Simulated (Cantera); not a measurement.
A Cantera script and its output.

```python
import numpy as np
import cantera as ct

gas = ct.Solution("gri30.yaml")
gas.TPX = 1350, 1000000, {'CH4': 1, 'O2': 1.82, 'N2': 6.84}
reactor = ct.IdealGasConstPressureReactor(gas, energy="on", clone=False)
net = ct.ReactorNet([reactor])
net.rtol, net.atol = 1e-08, 1e-16
show = ['CH4', 'O2', 'CO2', 'C2H6', 'H2', 'C2H']
times = np.geomspace(9e-06, 0.1, 12)

steps = ct.SolutionArray(gas, extra=["t"])
rows = []
print(f"{'t/s':>10s}{'T/K':>9s}{'P/Pa':>11s}" + "".join(f"{s:>11s}" for s in show))
for t in times:
    while net.time < t:
        t_next = net.step()
        steps.append(gas.state, t=t_next)
    rows.append([np.interp(t, steps.t, y) for y in (steps.T, steps.P, *steps(*show).X.T)])
    print(f"{t:10.3e}{rows[-1][0]:9.1f}{rows[-1][1]:11.4g}" + "".join(f"{x:11.3e}" for x in rows[-1][2:]))
rate = np.gradient(steps.T, steps.t)
print("integrator steps:", len(steps.t))
if steps.T.max() > steps.T[0] + 200:
    print(f"time of steepest temperature rise: {steps.t[rate.argmax()]:.4e} s")
gas.TPX = 1350, 1000000, {'CH4': 1, 'O2': 1.82, 'N2': 6.84}
gas.equilibrate("HP")
print(f"equilibrium (HP): T = {gas.T:.1f} K  " + "  ".join(f"{s} {gas[s].X[0]:.3e}" for s in show))
```

Result:

```
       t/s      T/K       P/Pa        CH4         O2        CO2       C2H6         H2        C2H
 9.000e-06   1350.0      1e+06  1.035e-01  1.884e-01  6.560e-12  3.053e-09  5.331e-08  1.010e-25
 2.099e-05   1350.0      1e+06  1.035e-01  1.884e-01  1.405e-10  6.401e-08  2.696e-07  1.783e-23
 4.896e-05   1350.0      1e+06  1.035e-01  1.884e-01  3.610e-09  1.705e-06  1.995e-06  5.265e-21
 1.142e-04   1350.4      1e+06  1.034e-01  1.883e-01  4.981e-08  2.338e-05  1.325e-05  7.411e-19
 2.663e-04   1352.4      1e+06  1.029e-01  1.880e-01  3.457e-07  1.247e-04  6.874e-05  3.807e-17
 6.212e-04   1368.7      1e+06  9.963e-02  1.857e-01  8.485e-06  7.377e-04  6.419e-04  1.372e-14
 1.449e-03   2842.0      1e+06  1.191e-13  6.294e-03  5.787e-02  4.099e-26  1.783e-02  4.745e-18
 3.379e-03   2840.8      1e+06  1.207e-13  6.201e-03  5.780e-02  4.196e-26  1.788e-02  4.764e-18
 7.882e-03   2840.8      1e+06  1.207e-13  6.201e-03  5.780e-02  4.196e-26  1.788e-02  4.764e-18
 1.838e-02   2840.8      1e+06  1.207e-13  6.201e-03  5.780e-02  4.196e-26  1.788e-02  4.764e-18
 4.287e-02   2840.8      1e+06  1.207e-13  6.201e-03  5.780e-02  4.196e-26  1.788e-02  4.764e-18
 1.000e-01   2840.8      1e+06  1.207e-13  6.201e-03  5.780e-02  4.196e-26  1.788e-02  4.764e-18
integrator steps: 2201
time of steepest temperature rise: 8.9218e-04 s
equilibrium (HP): T = 2840.8 K  CH4 1.476e-13  O2 6.201e-03  CO2 5.780e-02  C2H6 5.832e-26  H2 1.788e-02  C2H 5.089e-18
```

Cantera simulation using GRI-Mech 3.0 (53 species, 325 reactions); the numbers are that mechanism's predictions, not measurements.
